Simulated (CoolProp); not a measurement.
Vapour-liquid equilibrium of nitrogen (1) + oxygen (2) at 78.5 K; x and y are mole fractions of (1).

The numbers come from the multi-fluid Helmholtz-energy mixture model, Span 2000 and Schmidt 1985; pair parameters Gernert 2013 in CoolProp.

| x | bubble pressure, mixture model (MPa) | bubble pressure, Raoult's law (MPa) | y, mixture model | y, Raoult's law |
|---|---|---|---|---|
| 0.05 | 0.03025 | 0.02904 | 0.228 | 0.199 |
| 0.125 | 0.03826 | 0.03588 | (withheld) | 0.403 |
| 0.2 | 0.04569 | 0.04272 | 0.561 | 0.542 |
| 0.275 | 0.05268 | 0.04957 | 0.651 | 0.642 |
| 0.35 | 0.05939 | 0.05641 | 0.718 | 0.718 |
| 0.425 | (withheld) | 0.06325 | 0.771 | 0.778 |
| 0.5 | 0.07230 | 0.07010 | 0.815 | 0.825 |
| 0.575 | 0.07866 | 0.07694 | 0.853 | 0.865 |
| 0.65 | 0.08503 | 0.08378 | 0.886 | 0.898 |
| 0.725 | 0.09145 | 0.09063 | 0.915 | 0.926 |
| 0.8 | 0.09795 | 0.09747 | 0.941 | 0.950 |
| 0.875 | 0.1045 | 0.1043 | (withheld) | 0.971 |
| 0.95 | 0.1112 | 0.1112 | 0.987 | 0.989 |

Question: Complete the blanks.

Answer: 
- 0.125, y, mixture model: 0.434
- 0.425, bubble pressure, mixture model (MPa): 0.06590
- 0.875, y, mixture model: 0.965

The largest gap from Raoult's law is +7.0 % in bubble pressure, at x = 0.2. No azeotrope shows between x = 0.05 and 0.95.

The pair parameters rest on a limited set of measurements; away from them the model extrapolates.
